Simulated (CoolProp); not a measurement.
Vapour-liquid equilibrium of R134a (1) + R245fa (2) at 34.55 °C; x and y are mole fractions of (1).

Values from CoolProp's multi-fluid Helmholtz-energy mixture model, Tillner-Roth 1994 and Akasaka 2015; pair parameters Akasaka 2014.

Q: Give the bubble pressure and the first vapour's composition at x = 0.35, 0.5, 0.8. Is there an azeotrope?

A: x = 0.35: 4.282 bar, y = 0.655; x = 0.5: 5.248 bar, y = 0.774; x = 0.8: 7.287 bar, y = 0.929. No azeotrope shows between x = 0.05 and 0.95.

The pair parameters rest on a limited set of measurements; away from them the model extrapolates.
